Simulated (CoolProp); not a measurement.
The fluid at 298.15 K and 0.655 MPa (liquid) is heated at constant pressure to 350.3 K. The same conditions are run with several fluids, on thermodynamics alone (safety and materials aside).

Values from CoolProp's reference Helmholtz-energy equation of state of each fluid (the fluoroketone C6F12O (FK-5-1-12): McLinden 2015; n-nonane: Lemmon 2006; n-heptane: Span 2003; n-pentane: Thol 2019; n-perfluorohexane: Gao 2022).

**Question.** Rank the fluoroketone C6F12O (FK-5-1-12), n-nonane, n-heptane, n-pentane, n-perfluorohexane by heat (kJ/kg), highest first.

**Answer.** n-pentane (127), n-heptane (122), n-nonane (120), the fluoroketone C6F12O (FK-5-1-12) (58.6), n-perfluorohexane (56.7)

| fluid | final density (kg/m³) |
|---|---|
| the fluoroketone C6F12O (FK-5-1-12) | 1430 |
| n-nonane | 673 |
| n-heptane | 635 |
| n-pentane | 566 |
| n-perfluorohexane | 1520 |
